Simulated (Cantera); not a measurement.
Input (Python, Cantera) and output of one run.

```python
import numpy as np
import cantera as ct

gas_names = """
    OH H2O N
""".split()
cond_names = """
    ZrN(s) ZrN(L) ZrO2(a) ZrO2(b) ZrO2(L)
""".split()


# ... load() reads the species with a 1 bar reference pressure and builds the phases ...
species = {s.name: s for s in load("nasa_gas.yaml", gas_names) + load("nasa_condensed.yaml", cond_names)}
# Each term lists the table entries of one substance; the one whose range holds T is used.
reactions = {
    '4 OH(g) + ZrN = 2 H2O(g) + N(g) + ZrO2':
        [(-4, ['OH']), (-1, ['ZrN(s)', 'ZrN(L)']), (2, ['H2O']), (1, ['N']), (1, ['ZrO2(a)', 'ZrO2(b)', 'ZrO2(L)'])],
}


def pick(names, T):
    return next(species[n] for n in names if species[n].thermo.min_temp <= T <= species[n].thermo.max_temp)


results = []
for label, terms in reactions.items():
    print(label)
    print("     T/K   dH/kJ  dS/(J/K)   dG/kJ   log10 K")
    for T in [1773, 1798, 1823, 1848, 1873]:
        used = [(nu, pick(names, T)) for nu, names in terms]
        dH = sum(nu * s.thermo.h(T) for nu, s in used) / 1e6
        dS = sum(nu * s.thermo.s(T) for nu, s in used) / 1e3
        dG = dH - T * dS / 1e3
        logK = -dG * 1e6 / (ct.gas_constant * T * np.log(10))
        results.append((label, T, dH, dS, dG, logK, [s.name for _, s in used]))
        print(f"{T:8g} {dH:8.1f} {dS:8.1f} {dG:8.1f} {logK:8.2f}")
```

It prints:

```
4 OH(g) + ZrN = 2 H2O(g) + N(g) + ZrO2
     T/K   dH/kJ  dS/(J/K)   dG/kJ   log10 K
    1773   -893.9   -192.3   -552.9    16.29
    1798   -893.9   -192.3   -548.1    15.92
    1823   -893.9   -192.3   -543.3    15.57
    1848   -893.9   -192.3   -538.5    15.22
    1873   -893.9   -192.3   -533.7    14.88
```

Standard-state values (1 bar) from the NASA 1993 polynomials, evaluated with Cantera. ZrN: taken at fixed stoichiometry. Condensed species are held in their standard states even where they would react or evaporate.
